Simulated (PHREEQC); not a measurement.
Ultrapure water in contact with air or piping: an equilibrium model

Synthetic water in mmol/kgw, 20 °C, pH 5.5, pe 2.2: Na 0.00304; K 0.00124; Ca 0.0102; Mg 0.00323; Cl 0.0135; S(6) 0.00298; Alkalinity (meq/kgw) 0.0121; Si 1.98e-05; Sr 4.18e-06.

Valence states are taken as typed.

Computed with PHREEQC (ion-association model, phreeqc.dat).

```json
{
  "ionic_strength": "5.09e-5 mol/kgw",
  "charge_balance_error": "-0.6 %"
}
```

```csv
species,molality,activity,log γ
CO2,0.000116,0.000116,0.000
HCO3-,1.53e-5,1.52e-5,-0.004
Cl-,1.35e-5,1.34e-5,-0.004
Ca+2,1.02e-5,9.86e-6,-0.014
Mg+2,3.23e-6,3.12e-6,-0.014
H+,3.19e-6,3.16e-6,-0.004
Na+,3.04e-6,3.01e-6,-0.004
```

This is a speciation only: nothing precipitates in the calculation.
